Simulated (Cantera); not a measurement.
Input: 1 mol SiH4, 16 mol H2O, 23 mol H2, held at 752 °C and 750 Torr.

These are equilibrium values from Cantera (NASA tables, ideal gas, pure condensed phases), not measurements of a reactor. Candidate condensed phases: H2O, Si, SiO2; 18 gas species. Equilibrium is a limit: real reactors are often held back by kinetics, nucleation or transport.

Base state: H2 0.659, H2O 0.341 (mole fractions); condensed: SiO2(β-quartz).

Problem. What changes in the equilibrium state with this change: SiH4 replaced by TEOS?

Solution. 
```
species              before    after
-------------------  ------  -------
H2                    0.659    0.706
H2O                   0.341    0.152
CO                        0    0.107
CO2                       0   0.0299
CH4                       0  0.00483
SiO2(β-quartz), mol    1.00     1.00
```
The feed counts by its element totals alone. Further candidate phases: C, C6H6, C7H8, C8H18, SiC.
